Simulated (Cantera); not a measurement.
An adiabatic, constant-volume homogeneous reactor starts with CH₄ : C₂H₆ : O₂ : N₂ = 1 : 0.083 : 1.64 : 6.15 (molar parts), at 1200 K and 0.740 bar. Integrator tolerance rtol = 1e-08.

Model: GRI-Mech 3.0 (53 species, 325 reactions), integrated in Cantera.

```tsv
quantity	before	after
time of steepest temperature rise	9.91 ms	18.0 ms
temperature at 7.00 s	2816 K	2799 K
equilibrium temperature	2816 K	2799 K
x(CH₄) at 7.00 s	<1e-12 (gas-phase equilibrium <1e-12)	<1e-12 (gas-phase equilibrium <1e-12)
x(C₂H₆) at 7.00 s	<1e-12 (gas-phase equilibrium <1e-12)	<1e-12 (gas-phase equilibrium <1e-12)
x(O₂) at 7.00 s	0.00227 (gas-phase equilibrium 0.00227)	0.00199 (gas-phase equilibrium 0.00199)
x(CH₂) at 7.00 s	<1e-12 (gas-phase equilibrium <1e-12)	<1e-12 (gas-phase equilibrium <1e-12)
x(HO₂) at 7.00 s	1.48e-6 (gas-phase equilibrium 1.48e-6)	1.31e-6 (gas-phase equilibrium 1.31e-6)
```

### Question
Name the change that produced these shifts.
A) initial temperature 1200 to 1150 K
B) constant pressure in place of constant volume
C) pressure from 0.740 bar to 11.0 bar
D) initial temperature 1200 to 1175 K

### Answer
A, initial temperature 1200 to 1150 K
